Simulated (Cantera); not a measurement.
Input (Python, Cantera) and output of one run.

```python
import numpy as np
import cantera as ct

gas_names = """
    CL CLO CL2 Fe FeCL FeCL2 FeCL3 FeO Fe(OH)2 Fe2CL4 Fe2CL6 H HCL HNO HNO2 HNO3 HOCL HO2 H2 H2O H2O2 N
    NH NH2 NH3 NH2OH NO NO2 NO3 N2 N2H2 N2H4 N2O O OH O2 O3
""".split()
cond_names = """
    Fe(a) Fe(c) Fe(d) Fe(L) FeCL2(s) FeCL2(L) FeCL3(s) FeCL3(L) FeO(s) FeO(L) Fe(OH)2(s) Fe(OH)3(s)
    Fe2O3(s) Fe3O4(s) H2O(s) H2O(L) NH4CL(a) NH4CL(b)
""".split()


# ... load() reads the species with a 1 bar reference pressure and builds the phases ...
atoms = {
    'Fe2O3': {'Fe': 2, 'O': 3},
    'Cl2': {'CL': 2},
    'N2': {'N': 2},
    'H2O': {'H': 2, 'O': 1},
}
top_T = {'Fe2O3(s)': 1830, 'Fe3O4(s)': 1870}  # K; cautious upper limits of use, not melting points


# ... equilibrate(T, P, feed) seeds the gas with the atoms and calls Mixture.equilibrate('TP', solver="vcs", rtol=1e-11, max_steps=5000) ...
results = []
feed = {'Fe2O3': 1, 'Cl2': 3.1, 'N2': 1.6, 'H2O': 1.1}  # mol
P = 30000  # Pa
for T in [700, 750, 800, 850, 900, 950, 1000, 1050, 1100, 1150, 1200, 1250, 1300, 1350]:
    mix = equilibrate(T, P, feed)
    results.append((T, P, feed, dict(zip(mix.species_names, mix.species_moles))))

top = {s: max(r[3][s] / sum(r[3][g] for g in gas_names) for r in results) for s in gas_names}
cols = sorted((s for s in top if top[s] > 0.001), key=lambda s: -top[s])[:6]
seen = [c for c in cond_names if any(r[3].get(c, 0) > 1e-12 for r in results)]
print("log10 of partial pressures in bar; condensed amounts in mol")
print(f"{'T/K':>10s}" + "".join(f"{s[:9]:>10s}" for s in cols + seen))
for T, P, feed, n in results:
    ng = sum(n[g] for g in gas_names)
    print(f"{T:10.4g}" + "".join(f"{np.log10(max(n[s] / ng * P / 1e5, 1e-99)):10.3f}" for s in cols)
          + "".join(f"{n.get(c, 0):10.4g}" for c in seen))
```

Output:

```
log10 of partial pressures in bar; condensed amounts in mol
       T/K       CL2       HCL        N2        O2       H2O     FeCL3  Fe2O3(s)
       700    -0.911    -1.227    -1.104    -1.829    -1.612    -5.800         1
       750    -0.933    -1.161    -1.108    -1.763    -1.718    -5.121    0.9999
       800    -0.953    -1.113    -1.111    -1.715    -1.832    -4.527    0.9997
       850    -0.970    -1.078    -1.114    -1.679    -1.953    -4.003     0.999
       900    -0.984    -1.053    -1.116    -1.651    -2.075    -3.538    0.9969
       950    -0.997    -1.035    -1.117    -1.627    -2.195    -3.126    0.9921
      1000    -1.012    -1.023    -1.119    -1.602    -2.307    -2.765    0.9816
      1050    -1.030    -1.016    -1.120    -1.572    -2.405    -2.456    0.9621
      1100    -1.057    -1.012    -1.122    -1.534    -2.485    -2.200    0.9301
      1150    -1.095    -1.011    -1.124    -1.488    -2.545    -1.997    0.8845
      1200    -1.145    -1.012    -1.128    -1.438    -2.585    -1.841    0.8258
      1250    -1.208    -1.016    -1.132    -1.388    -2.606    -1.730    0.7561
      1300    -1.287    -1.022    -1.138    -1.339    -2.612    -1.659    0.6774
      1350    -1.381    -1.030    -1.146    -1.295    -2.601    -1.627    0.5912
```

Cantera equilibrium calculation (NASA polynomials, part measured and part estimated; ideal gas, pure solids and liquids). Condensed phases not in the tables: FeOCl.
